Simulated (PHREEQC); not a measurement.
Model water analysis in mmol/kgw, 25 °C, pH 1.88, pe 11.6:

```tsv
constituent	mmol/kgw
Na	6.5
K	0.115
Ca	2.77
Mg	0.407
Cl	0.989
S(6)	20
Al	0.0492
Si	0.302
Fe(3)	0.493
Mn(2)	0.0547
```

Valence states are taken as typed.

All values are PHREEQC results (ion-association model, wateq4f.dat), not measurements.

Each row changes one thing in this solution. Precipitation was switched off in this run.

```tsv
case	ionic strength (mol/kgw)	SO4-2 (mol/kgw)	HSO4- (mol/kgw)	Ca+2 (mol/kgw)	CaSO4 (mol/kgw)	FeSO4+ (mol/kgw)	SI of Chalcedony (SiO2)	SI of Gypsum (CaSO4:2H2O)
as made	0.0407	0.0103	0.00778	0.00179	0.000894	0.000396	+0.04	-0.76
K from 0.115 to 0.0575 mmol/kgw	0.0407	0.0103	0.00779	0.00179	0.000894	0.000396	+0.04	-0.76
Mn(2) from 0.0547 to 0.109 mmol/kgw	0.0408	0.0103	0.00778	0.00179	0.000893	0.000396	+0.04	-0.76
temperature from 25 to 80 °C at the same typed pH	(withheld)	0.00455	0.0139	0.00197	0.000644	0.000349	-0.50	-0.94
all concentrations times 3 at the same typed pH	0.105	(withheld)	(withheld)	(withheld)	0.00374	0.00107	+0.52	-0.14
```

Q: Fill in the missing entries.

A: 
- temperature from 25 to 80 °C at the same typed pH, ionic strength (mol/kgw): 0.0326
- all concentrations times 3 at the same typed pH, SO4-2 (mol/kgw): 0.0324
- all concentrations times 3 at the same typed pH, HSO4- (mol/kgw): 0.0197
- all concentrations times 3 at the same typed pH, Ca+2 (mol/kgw): 0.00419

Some of these states are supersaturated (in Hematite (slow to form), Goethite (slow to form), for instance). Away from 25 °C the constants follow the database's enthalpies or fits; those with neither stay at their 25 °C values.
